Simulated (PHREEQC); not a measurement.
Consider water at 50 °C with 4.8 mmol/kgw TMAH, 0.013 mmol/kgw CO2 and 0.38 mmol/kgw (CH3)4NCl. Closed to the air; pH follows from the charge balance.

The numbers come from PHREEQC with the ion-association model, phreeqc.dat.

Task: The ionic strength comes out as 0.00519 mol/kgw. What activity coefficients do Cl-, OH-, HCO3-, CO3-2 get?

Result: Cl- 0.92, OH- 0.92, HCO3- 0.92, CO3-2 0.73.

No solid was allowed to form. (CH3)4N+ isn't in the database: it is added as a free cation with an ion size of 4 Å. Away from 25 °C the constants follow the database's enthalpies or fits; those with neither stay at their 25 °C values.
